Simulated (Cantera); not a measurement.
Feed: 1 mol TiO₂, 3 mol H₂, held at 255 Torr.

Method: chemical equilibrium by Gibbs-energy minimisation in Cantera with the NASA 1993 tables (ideal gas, pure condensed phases). Candidate condensed phases: H₂O, Ti, TiO, TiO₂, Ti₂O₃, Ti₃O₅, Ti₄O₇; 12 gas species. Condensed phases not in the tables: Magnéli phases beyond Ti₄O₇. Rates play no part.

**Question.** At 2050 K, list the 4 most abundant gas species with their mole fractions, and the condensed phases.

**Answer.** H₂ 0.913, H₂O 0.0831, H 0.00372, OH 3.70e-5. Condensed: Ti₄O₇(l).
